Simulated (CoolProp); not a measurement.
R507A along the isobar 5090 kPa: density (kg/m³) from the reference equation and from simpler models built on Tc = 343.8 K, pc = 3705 kPa, ω = 0.286; each cubic takes its own stable root.

The numbers come from the reference Helmholtz-energy equation of state, Lemmon 2003 in CoolProp. It is a pseudo-pure fit of the blend.

| T (K) | phase | reference |
|---|---|---|
| 208 | liquid | 1384 |
| 226.2 | liquid | 1332 |
| 244.5 | liquid | 1276 |
| 262.7 | liquid | 1218 |
| 281 | liquid | 1154 |
| 299.2 | liquid | 1082 |
| 317.5 | liquid | 995.9 |
| 335.7 | liquid | 880.8 |
| 354 | supercritical | 663.8 |
| 372.2 | supercritical | 324.6 |
| 390.5 | supercritical | 245.9 |
| 408.7 | supercritical | 209.1 |
| 427 | supercritical | 185.6 |
| 445.2 | supercritical | 168.8 |
| 463.5 | supercritical | 155.7 |

Problem. How far does each simpler model (van der Waals, Redlich-Kwong, Soave-Redlich-Kwong, Peng-Robinson) lie from the reference over these 15 states: mean and median of the absolute difference, and the worst?

Solution. 
- van der Waals: mean 26.2 %, median 36.1 %, worst -41.5 % at 208 K and 5090 kPa
- Redlich-Kwong: mean 11.5 %, median 15.2 %, worst -20.4 % at 335.7 K and 5090 kPa
- Soave-Redlich-Kwong: mean 10.8 %, median 12.2 %, worst -21.8 % at 354 K and 5090 kPa
- Peng-Robinson: mean 2.8 %, median 1.1 %, worst -15.0 % at 354 K and 5090 kPa
